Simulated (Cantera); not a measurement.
A perfectly stirred reactor is fed with H₂ : O₂ = 0.33 : 1 (molar parts), at 220 Pa; it is held at 1425 K, and followed from long to short residence time.

Detailed kinetics in Cantera: the H2/O2 subset of GRI-Mech 3.0, which has no nitrogen chemistry. Radical loss at walls, strong at low pressure, is not modelled. The temperature is held fixed by assumption; the heat of reaction is taken as removed at once.

| quantity | before | after |
|---|---|---|
| x(H₂) at τ = 0.390 s | 0.0115 | 0.00996 |
| x(O₂) at τ = 0.390 s | 0.638 | 0.653 |
| x(H) at τ = 0.390 s | 0.0454 | 0.0424 |
| x(OH) at τ = 0.390 s | 0.0192 | 0.0131 |
| x(O) at τ = 0.390 s | 0.0693 | 0.0555 |
| x(H₂) at τ = 42.0 ms | 0.0161 | 0.0160 |
| x(O₂) at τ = 42.0 ms | 0.606 | 0.617 |
| x(H) at τ = 42.0 ms | 0.0744 | 0.0806 |
| x(OH) at τ = 42.0 ms | 0.0215 | 0.0154 |
| x(O) at τ = 42.0 ms | 0.0958 | 0.0839 |

Question: Which change was made?
A) temperature 1425 to 975 K
B) pressure from 220 Pa to 1330 Pa
C) temperature 1425 to 1073 K
D) temperature 1425 to 1298 K

Answer: D, temperature 1425 to 1298 K
